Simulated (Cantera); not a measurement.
Charge: 1 mol Al, 0.56 mol NH₃, 14 mol N₂, 0.13 mol CO₂, held at 930 Pa.

Method: chemical equilibrium by Gibbs-energy minimisation in Cantera with the NASA 1993 tables (ideal gas, pure condensed phases). Candidate condensed phases: Al, AlN, Al₂O₃, C, C₆H₆, C₇H₈, C₈H₁₈, H₂O; 148 gas species. Mutual solubility and eutectic melting of coexisting phases are not modelled. Rates play no part.

### Question
At 1027 °C, list the 4 most abundant gas species with their mole fractions, and the condensed phases.

### Answer
N₂ 0.934, H₂ 0.0568, CO 0.00877, HCN 2.23e-5. Condensed: AlN(s) + Al₂O₃(s).
